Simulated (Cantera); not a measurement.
## Equilibrium for silicon nitride deposition: Si2Cl6 + NH3

Input: 1 mol Si2Cl6, 16 mol NH3, equilibrated at 825 °C and 300 Torr.

These are equilibrium values from Cantera (NASA tables, ideal gas, pure condensed phases), not measurements of a reactor. Candidate condensed phases: NH4Cl, Si, Si3N4; 28 gas species. The feed counts by its element totals alone. The numbers say what is thermodynamically allowed, not how fast it happens.

The x(H2) is 0.626, the x(N2) is 0.199 and the x(HCl) is 0.174. The x(SiCl4) is 0.00106 and the x(SiHCl3) is 5.58e-5. The x(NH3) is 2.84e-5, the x(SiCl3) is 6.11e-6 and the n(Si3N4(s)) is 0.654 mol. The gas amount is 33.65 mol and the log10 activity of Si(s) (absent) is -5.30.
